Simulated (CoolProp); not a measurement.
A closed Brayton cycle with carbon dioxide: compressor inlet 316.15 K and 8.9 MPa, high pressure 27.8 MPa, turbine inlet 785 K, compressor efficiency 0.89, turbine efficiency 0.93, recuperator effectiveness 0.9 (on enthalpy, no pinch check). Each further row changes one setting.

Values from CoolProp's reference Helmholtz-energy equation of state, Span 1996.

```tsv
case	thermal efficiency (%)	net work (kJ/kg)	compressor to turbine work	compressor exit (K)	turbine exit (K)
as stated	35.7	100	0.30	387.0	649.1
turbine inlet 735 K	33.7	89.5	0.33	387.0	604.1
compressor inlet 326.15 K	34.2	88.2	0.39	416.3	649.1
high pressure 23.6 MPa	34.5	89.7	0.28	376.6	668.0
recuperator effectiveness 0.5	24.9	100	0.30	387.0	649.1
```
